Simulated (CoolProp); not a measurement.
Vapour-liquid equilibrium of propane (1) + R134a (2) at 280.7 K; x and y are mole fractions of (1).

Values from CoolProp's multi-fluid Helmholtz-energy mixture model, Lemmon 2009 and Tillner-Roth 1994; pair parameters Bell 2016.

```
x      bubble pressure (bar)  y at the bubble point  dew pressure at overall composition x (bar)  liquid density (mol/L)
-----  ---------------------  ---------------------  -------------------------------------------  ----------------------
0.05                   4.786                  0.219                                        4.006                   12.32
0.125                  5.794                  0.379                                        4.323                   12.15
0.2                    6.426                  0.462                                        4.686                   11.99
0.275                  6.818                  0.512                                        5.104                   11.84
0.35                   7.061                  0.546                                        5.586                   11.72
0.425                  7.214                  0.572                                        6.134                   11.62
0.5                    7.310                  0.594                                        6.724                   11.55
0.575                  7.365                  0.617                                        7.229                   11.50
0.65                   7.380                  0.642                                        7.376                   11.49
0.725                  7.342                  0.674                                        7.192                   11.50
0.8                    7.218                  0.718                                        6.875                   11.54
0.875                  6.955                  0.782                                        6.520                   11.60
0.95                   6.461                  0.887                                        6.164                   11.68
```

y crosses x between x = 0.575 and 0.65: the model has an azeotrope there.

Pair parameters are fitted to limited data, so mixtures are less certain than the pure fluids. With so large a gap from Raoult's law the liquid may split in two, which this calculation doesn't test in full.
